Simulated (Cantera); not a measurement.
# Catalytic combustion on Pt

An isothermal plug-flow reactor at 723 K and 79000 Pa (inlet), inlet velocity 0.075 m/s, active area per volume 3800 1/m; feed CO : O₂ : N₂ : H₂O = 0.013 : 0.013 : 0.79 : 0.089 (molar parts), equivalence ratio 0.50.

Cantera simulation using Deutschmann's 1995 Pt surface mechanism with GRI-Mech 3.0 gas chemistry; the numbers are that mechanism's predictions, not measurements. Catalytic surfaces can have several steady states; this one follows from the mechanism file's or the stated starting coverage. Mass transfer to the wall is taken as infinitely fast.

```tsv
z (m)	x CO	x O₂	x H₂O	x CO₂	θ free Pt	θ O*	θ OH*	θ CO*
7.3e-05	0.0105	0.0124	0.0985	0.00390	0.0723	0.00234	0.000608	0.925
0.00016	0.00393	0.00919	0.0989	0.0105	0.119	0.00494	0.00114	0.875
0.00034	3.67e-6	0.00724	0.0991	0.0145	0.0393	0.952	0.00907	3.43e-6
0.00073	2.98e-10	0.00723	0.0991	0.0145	0.0392	0.952	0.00906	2.77e-10
0.0016	<1e-12	0.00723	0.0991	0.0145	0.0392	0.952	0.00906	<1e-12
0.0034	<1e-12	0.00723	0.0991	0.0145	0.0392	0.952	0.00906	<1e-12
0.0073	<1e-12	0.00723	0.0991	0.0145	0.0392	0.952	0.00906	<1e-12
```
x: gas mole fraction; θ: surface coverage.
